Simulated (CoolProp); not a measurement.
Vapour-liquid equilibrium of R13 (1) + propylene (2) at 952 kPa; x and y are mole fractions of (1).

Computed with CoolProp (multi-fluid Helmholtz-energy mixture model, Platzer 1990 and Lemmon 2013; pair parameters Bell 2016). This equation is an older, rougher fit; its heat capacities, sound speeds and derivatives of the liquid may be far off and weren't checked against measurements.

```
x     bubble temperature (K)  y at the bubble point  dew temperature at overall composition x (K)  liquid density (mol/L)
----  ----------------------  ---------------------  --------------------------------------------  ----------------------
0.05                   284.7                  0.164                                         288.8                   12.44
0.15                   275.3                  0.394                                         285.2                   12.57
0.25                   268.5                  0.540                                         281.3                   12.61
0.35                   263.5                  0.640                                         277.2                   12.60
0.45                   259.7                  0.713                                         272.8                   12.55
0.55                   256.6                  0.771                                         268.0                   12.49
0.65                   254.0                  0.822                                         263.0                   12.41
0.75                   251.8                  0.870                                         257.7                   12.35
0.85                   249.8                  0.919                                         252.7                   12.29
0.95                   248.0                  0.971                                         248.7                   12.25
```

No azeotrope shows between x = 0.05 and 0.95.

Pair parameters are fitted to limited data, so mixtures are less certain than the pure fluids.
